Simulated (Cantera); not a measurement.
Si + HBr + H2 (silicon etching in halogen gases)

A closed system holds: 1 mol Si, 20 mol HBr, 0.95 mol H2, equilibrated at 0.188 Torr.

These are equilibrium values from Cantera (NASA tables, ideal gas, pure condensed phases), not measurements of a reactor. Candidate condensed phases: Br2, Si; 19 gas species. The tables' values for SiBr3, SiBr are old estimates; treat these amounts as uncertain. The numbers say what is thermodynamically allowed, not how fast it happens.

```csv
T (K),x HBr,x Br,x H2,x SiBr4,x SiBr2
798,0.802,5.03e-6,0.148,0.0501,2.60e-8
873,0.802,3.57e-5,0.148,0.0501,9.92e-7
948,0.802,0.000186,0.148,0.0500,2.10e-5
1023,0.801,0.000766,0.148,0.0495,0.000278
1098,0.802,0.00262,0.146,0.0465,0.00240
1173,0.806,0.00793,0.136,0.0352,0.0117
1248,0.807,0.0214,0.123,0.0171,0.0280
1323,0.783,0.0483,0.122,0.00511,0.0394
1398,0.728,0.0899,0.136,0.00114,0.0432
1473,0.650,0.145,0.160,0.000236,0.0433
1548,0.557,0.211,0.188,4.87e-5,0.0422
```
x: gas mole fraction; nothing condenses.

From 798 K to 1548 K nothing is condensed. The main Si-bearing gas is SiBr4 at 798 K and SiBr2 at 1548 K.
